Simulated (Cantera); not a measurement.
Standard-state values (1 bar) from the NASA 1993 polynomials, evaluated with Cantera. Values are per mole of reaction as written; species without (g) are pure solids or liquids, kept so even where they would boil at 1 bar.

H₂(g) + 2 CaO ⇌ 2 OH(g) + 2 Ca(g)

| T (K) | ΔH° (kJ) | ΔS° (J/K) | ΔG° (kJ) | log10 K |
|---|---|---|---|---|
| 873 | 1688.7 | 442.6 | 1302.4 | -77.92 |
| 973 | (withheld) | (withheld) | (withheld) | (withheld) |
| 1073 | (withheld) | (withheld) | (withheld) | (withheld) |
| 1173 | (withheld) | (withheld) | (withheld) | (withheld) |
| 1273 | 1674.7 | 429.4 | 1128.1 | -46.29 |
| 1373 | (withheld) | (withheld) | (withheld) | (withheld) |
| 1473 | 1667.4 | 424.0 | 1042.8 | -36.98 |

### Question
Fill in the missing entries.

### Answer

- 973, ΔH° (kJ): 1685.3
- 973, ΔS° (J/K): 438.8
- 973, ΔG° (kJ): 1258.3
- 973, log10 K: -67.55
- 1073, ΔH° (kJ): 1681.8
- 1073, ΔS° (J/K): 435.4
- 1073, ΔG° (kJ): 1214.6
- 1073, log10 K: -59.13
- 1173, ΔH° (kJ): 1678.3
- 1173, ΔS° (J/K): 432.3
- 1173, ΔG° (kJ): 1171.2
- 1173, log10 K: -52.15
- 1373, ΔH° (kJ): 1671.0
- 1373, ΔS° (J/K): 426.6
- 1373, ΔG° (kJ): 1085.3
- 1373, log10 K: -41.29
